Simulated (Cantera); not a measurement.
Charge: 1 mol NaOH, 0.1 mol CO2, 2 mol H2O, equilibrated at 1800 K and 39.0 Pa.

Cantera equilibrium calculation (NASA polynomials, part measured and part estimated; ideal gas, pure solids and liquids). Candidate condensed phases: C, C6H6, C7H8, C8H18, H2O, Na, NaOH, NaO2, Na2CO3, Na2O, Na2O2; 117 gas species. Kinetics and transport are ignored.

Base state: H2O 0.632, Na 0.241, O2 0.0616, CO2 0.0251, NaOH 0.0203, OH 0.00908, H2 0.00694, O 0.00153 (mole fractions); condensed: gas only.

Task: What changes in the equilibrium state with this change: NaOH replaced by MgCO3?

Result: 
| species | before | after |
|---|---|---|
| H2O | 0.632 | 0.614 |
| CO2 | 0.0251 | 0.321 |
| CO | 0.00105 | 0.0253 |
| Na | 0.241 | 0 |
| O2 | 0.0616 | 0.0175 |
| NaOH | 0.0203 | 0 |
| H2 | 0.00694 | 0.0127 |
| Mg | 0 | 3.32e-5 |
| NaO | 0.000221 | 0 |
| O | 0.00153 | 0.000815 |
| MgO(s), mol | 0 | 1.000 |
Further candidate phases: Mg, MgCO3, MgO, Mg(OH)2.
